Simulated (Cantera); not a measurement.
Input: 1 mol SiHCl₃, 0.019 mol C₂H₄, 180 mol H₂, 0.37 mol HCl, at 97.5 Torr.

Equilibrium computed with Cantera from the NASA thermochemical tables; the gas is ideal and each condensed phase is pure. Candidate condensed phases: C, C₆H₆, C₇H₈, C₈H₁₈, Si, SiC; 109 gas species. Mutual solubility and eutectic melting of coexisting phases are not modelled. The tables' values for SiCl are old estimates; treat these amounts as uncertain. Gases not in the tables: Si₂H₆ and higher silanes. The numbers say what is thermodynamically allowed, not how fast it happens.

x: gas mole fraction; n: condensed amount in mol.

```csv
T (K),x H₂,x H,x HCl,x Si,n Si(l),n SiC(s)
2100,0.972,0.00852,0.0169,(withheld),0.557,0.0263
2150,0.968,0.0115,0.0168,(withheld),0.388,0.0154
2200,0.963,0.0153,0.0167,(withheld),0.121,0
2250,0.957,0.0202,0.0169,0.00356,0,0
2300,0.951,0.0262,0.0170,0.00384,0,0
2350,0.944,0.0336,0.0171,0.00407,0,0
2400,0.934,0.0426,0.0170,0.00425,0,0
```

**Question.** Some entries are withheld; supply them.

**Answer.** 
- 2100, x Si: 0.00103
- 2150, x Si: 0.00173
- 2200, x Si: 0.00284
